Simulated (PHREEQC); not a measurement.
Dissolve 120 mmol/kgw CdSO4, 1.8 mmol/kgw Na2SO4 and 25 mmol/kgw FeSO4 at 55 °C. Closed to the air; pH follows from the charge balance.

The numbers come from PHREEQC with the ion-association model, wateq4f.dat.

Each row changes one thing in this solution. No solid was allowed to form.

| case | pH | ionic strength (mol/kgw) | Cd+2 (mol/kgw) | CdSO4 (mol/kgw) | SO4-2 (mol/kgw) | Cd(SO4)2-2 (mol/kgw) | SI of Melanterite (FeSO4:7H2O) |
|---|---|---|---|---|---|---|---|
| as made | 5.58 | 0.259 | 0.0503 | 0.0497 | 0.0452 | 0.0200 | -2.47 |
| temperature from 55 to 50 °C | 5.62 | 0.260 | 0.0502 | 0.0495 | 0.0451 | 0.0203 | -2.41 |
| CdSO4 from 0.12 to 0.132 mol/kgw | 5.57 | 0.278 | 0.0549 | 0.0544 | 0.0473 | … | -2.47 |
| diluted 2-fold with water | 5.67 | 0.139 | … | 0.0256 | 0.0282 | 0.00684 | -2.78 |
| 0.0093 mol/kgw CO2 added | 4.28 | 0.259 | 0.0503 | 0.0497 | 0.0451 | 0.0199 | -2.47 |
| Na2SO4 left out | 5.57 | 0.256 | 0.0507 | 0.0496 | 0.0444 | 0.0196 | -2.47 |
| CdSO4 from 0.12 to 0.06 mol/kgw | 5.62 | 0.162 | 0.0263 | 0.0258 | 0.0330 | 0.00797 | -2.47 |

Q: Some entries are withheld; supply them.

A: 
- CdSO4 from 0.12 to 0.132 mol/kgw, Cd(SO4)2-2 (mol/kgw): 0.0226
- diluted 2-fold with water, Cd+2 (mol/kgw): 0.0275

Species that the database lacks are ignored. Some of these states are supersaturated (in Otavite, for instance). At this temperature some constants are extrapolated from 25 °C, and those without enthalpy data are left unchanged.
